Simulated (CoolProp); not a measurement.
The fluid at 298.15 K and 3.95 MPa is throttled through a valve to 1.81 MPa with no heat exchange. The same conditions are run with several fluids, on thermodynamics alone (safety and materials aside).

The numbers come from the reference Helmholtz-energy equation of state of each fluid (sulfur hexafluoride: Guder 2009; R21: Platzer 1990; tetradecamethylhexasiloxane (MD4M): Thol 2019; R125: Lemmon 2005; hexamethyldisiloxane (MM): Thol 2016) in CoolProp. The equations of Platzer and Polt are older, rougher fits.

**Question.** Rank sulfur hexafluoride, R21, tetradecamethylhexasiloxane (MD4M), R125, hexamethyldisiloxane (MM) by temperature change (K), highest first.

**Answer.** tetradecamethylhexasiloxane (MD4M) (+1.0), hexamethyldisiloxane (MM) (+0.9), R21 (+0.7), R125 (-0.5), sulfur hexafluoride (-11.0)

```
fluid                                                    final phase  final density (kg/m³)
----------------------------------  --------------------------------  ---------------------
sulfur hexafluoride                 two-phase, vapour fraction 0.154                    645
R21                                                           liquid                   1370
tetradecamethylhexasiloxane (MD4M)                            liquid                    888
R125                                                          liquid                   1200
hexamethyldisiloxane (MM)                                     liquid                    761
```
